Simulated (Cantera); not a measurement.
Source: NASA polynomial tables (part measured, part estimated), evaluated in Cantera. Values are per mole of reaction as written; species without (g) are pure solids or liquids, kept so even where they would boil at 1 bar.

### Question
Between 1225 and 2725 K, where is each reaction favourable under standard conditions?
- 2 H₂(g) + C → CH₄(g)
- CH₄(g) → 4 H(g) + C

### Answer
- 2 H₂(g) + C → CH₄(g): ΔG° is 44 kJ at 1225 K and 207 kJ at 2725 K; it stays positive (K < 1). ΔH° is -82 kJ and ΔS° -106 J/K at 2725 K.
- CH₄(g) → 4 H(g) + C: ΔG° is 566 kJ at 1225 K and 44 kJ at 2725 K; it stays positive (K < 1). ΔH° is 998 kJ and ΔS° 350 J/K at 2725 K.
